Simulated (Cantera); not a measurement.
**NO annealing gas**

An isothermal, constant-pressure homogeneous reactor starts with 73.5 % NO, 26.5 % N2, at 1775 K and 4300 Pa.

Computed with Cantera and GRI-Mech 3.0 (53 species, 325 reactions). Radical loss at walls, strong at low pressure, is not modelled.

```
t (s)      x NO   x N2     x NO2      x O2     x N2O       x O
--------  -----  -----  --------  --------  --------  --------
0.000200  0.735  0.265   1.47e-8   1.20e-9   8.56e-7   8.44e-7
0.000740  0.735  0.265   1.92e-7   1.61e-8   3.15e-6   3.00e-6
0.00274   0.735  0.265   2.24e-6   2.21e-7   1.14e-5   9.76e-6
0.0101    0.735  0.265   1.78e-5   4.01e-6   3.92e-5   2.59e-5
0.0374    0.735  0.265   5.12e-5   7.22e-5  0.000111   4.57e-5
0.138     0.734  0.265   6.12e-5  0.000518  0.000190   5.46e-5
0.512     0.730  0.267   6.94e-5   0.00235  0.000197   5.94e-5
1.89      0.717  0.274   9.23e-5   0.00911  0.000186   7.18e-5
7.00      0.668  0.298  0.000144    0.0336  0.000155  0.000103
```
x: mole fraction; the columns are a selection and need not sum to one.

Equilibrium at this temperature and pressure: NO 0.00452, N2 0.630, NO2 3.26e-6, O2 0.365, N2O 4.83e-8, O 0.000281 (gas phase only).
